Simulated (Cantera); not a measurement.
A Cantera script and its output.

```python
import numpy as np
import cantera as ct

gas = ct.Solution("gri30.yaml", transport_model="mixture-averaged")
show = ['CH4', 'CH3', 'H']

rows = []
print(f"{'T/K':>7s}{'rho':>11s}{'cp':>10s}{'mu':>11s}{'lambda':>11s}{'Pr':>7s}" + "".join(f"{'D_' + s:>11s}" for s in show))
for T in [400, 650, 900, 1150, 1400, 1650, 1900]:
    gas.TPX = T, 830, {'NH3': 0.37, 'C2H6': 0.61, 'CH3OH': 0.79, 'H2O': 0.099}
    Pr = gas.cp_mass * gas.viscosity / gas.thermal_conductivity
    D = [gas.mix_diff_coeffs_mole[gas.species_index(s)] for s in show]
    rows.append([gas.density, gas.cp_mass, gas.viscosity, gas.thermal_conductivity, Pr, *D])
    print(f"{T:7g}{gas.density:11.4e}{gas.cp_mass:10.1f}{gas.viscosity:11.4e}"
          f"{gas.thermal_conductivity:11.4e}{Pr:7.3f}" + "".join(f"{d:11.4e}" for d in D))
print("SI units: kg/m3, J/kg/K, Pa s, W/m/K, m2/s")
```

It prints:

```
    T/K        rho        cp         mu     lambda     Pr      D_CH4      D_CH3        D_H
    400 6.9089e-03    1894.8 1.3040e-05 3.3767e-02  0.732 3.6371e-03 3.6599e-03 1.9668e-02
    650 4.2516e-03    2604.2 2.0653e-05 7.2079e-02  0.746 8.8448e-03 8.8954e-03 4.7803e-02
    900 3.0706e-03    3114.8 2.7377e-05 1.1397e-01  0.748 1.5685e-02 1.5770e-02 8.4745e-02
   1150 2.4031e-03    3515.6 3.3368e-05 1.5568e-01  0.754 2.3932e-02 2.4057e-02 1.2928e-01
   1400 1.9740e-03    3802.8 3.8792e-05 1.9585e-01  0.753 3.3446e-02 3.3616e-02 1.8065e-01
   1650 1.6749e-03    4015.5 4.3779e-05 2.3399e-01  0.751 4.4132e-02 4.4354e-02 2.3835e-01
   1900 1.4545e-03    4172.2 4.8426e-05 2.6993e-01  0.749 5.5924e-02 5.6203e-02 3.0202e-01
SI units: kg/m3, J/kg/K, Pa s, W/m/K, m2/s
```

Detailed kinetics in Cantera: GRI-Mech 3.0 (53 species, 325 reactions). Polar gases are described roughly by these parameters. The composition is frozen, though it would react at the higher temperatures.
